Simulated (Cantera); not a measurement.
An isothermal, constant-pressure homogeneous reactor starts with CH4 : CO2 = 1 : 2.6 (molar parts), at 1425 K and 32000 Pa.

Model: GRI-Mech 3.0 (53 species, 325 reactions), integrated in Cantera.

Q: Predict: x(CH4) at 60.0 s; x(CO2) at 60.0 s; x(H2) at 60.0 s; x(CH2) at 60.0 s; x(H2O) at 60.0 s.

A: 
| Item | Value |
|---|---|
| x(CH4) at 60.0 s | 0.0199 (gas-phase equilibrium 4.03e-8) |
| x(CO2) at 60.0 s | 0.234 (gas-phase equilibrium 0.144) |
| x(H2) at 60.0 s | 0.136 (gas-phase equilibrium 0.216) |
| x(CH2) at 60.0 s | 1.09e-9 (gas-phase equilibrium <1e-12) |
| x(H2O) at 60.0 s | 0.184 (gas-phase equilibrium 0.142) |
